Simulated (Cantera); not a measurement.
A perfectly stirred reactor is fed with NO : N2 = 1 : 3.3 (molar parts), at 0.0829 atm; it is held at 2150 K, and followed from long to short residence time.

Model: GRI-Mech 3.0 (53 species, 325 reactions), integrated in Cantera.

x: mole fraction; the columns are a selection and need not sum to one.

```json
[
 {"τ (s)": "3.3", "x NO": "0.0627", "x N2O": "1.52e-6", "x O2": "0.0838", "x N2": "0.851", "x O": "0.00198"},
 {"τ (s)": "0.92", "x NO": "0.135", "x N2O": "7.13e-6", "x O2": "0.0479", "x N2": "0.816", "x O": "0.00153"},
 {"τ (s)": "0.25", "x NO": "0.204", "x N2O": "1.78e-5", "x O2": "0.0137", "x N2": "0.781", "x O": "0.000921"},
 {"τ (s)": "0.069", "x NO": "0.226", "x N2O": "2.30e-5", "x O2": "0.00277", "x N2": "0.770", "x O": "0.000560"},
 {"τ (s)": "0.019", "x NO": "0.231", "x N2O": "2.35e-5", "x O2": "…", "x N2": "0.768", "x O": "…"},
 {"τ (s)": "0.0053", "x NO": "0.232", "x N2O": "2.00e-5", "x O2": "4.12e-5", "x N2": "0.767", "x O": "0.000121"},
 {"τ (s)": "0.0014", "x NO": "0.233", "x N2O": "…", "x O2": "…", "x N2": "0.767", "x O": "…"},
 {"τ (s)": "0.00040", "x NO": "0.233", "x N2O": "4.81e-6", "x O2": "1.56e-7", "x N2": "0.767", "x O": "6.70e-6"},
 {"τ (s)": "0.00011", "x NO": "0.233", "x N2O": "1.51e-6", "x O2": "1.07e-8", "x N2": "0.767", "x O": "1.67e-6"}
]
```

**Question.** Fill in the missing entries.

**Answer.** 
- 0.019, x O2: 0.000442
- 0.019, x O: 0.000326
- 0.0014, x N2O: 1.17e-5
- 0.0014, x O2: 2.35e-6
- 0.0014, x O: 2.81e-5
